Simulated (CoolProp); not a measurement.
A single-stage vapour-compression cycle with CH3F (R41): evaporating at 195.15 K (dew point), condensing at 265.15 K (bubble point), superheat 10 K, subcooling 0 K, compressor efficiency 0.9, no pressure losses. Each further row changes one setting.

The numbers come from the reference Helmholtz-energy equation of state, Lemmon 2006 in CoolProp. It is a short technical equation, of lower accuracy than the large ones.

```tsv
case	cooling COP	pressure ratio	discharge temperature (K)	refrigerating effect (kJ/kg)	volumetric capacity (kJ/m³)
as stated	…	15.8	397.8	344	734
evaporating temperature 200.15 K	1.90	12.1	383.8	…	952
condensing temperature 260.15 K	1.86	…	385.7	356	761
subcooling 5 K	1.73	15.8	397.8	356	761
superheat 20 K	…	15.8	…	…	719
compressor efficiency 0.8	…	15.8	…	344	734
```

### Question
Fill in the missing entries.

### Answer

- as stated, cooling COP: 1.67
- evaporating temperature 200.15 K, refrigerating effect (kJ/kg): 348
- condensing temperature 260.15 K, pressure ratio: 13.6
- superheat 20 K, cooling COP: 1.64
- superheat 20 K, discharge temperature (K): 413.7
- superheat 20 K, refrigerating effect (kJ/kg): 355
- compressor efficiency 0.8, cooling COP: 1.49
- compressor efficiency 0.8, discharge temperature (K): 416.2
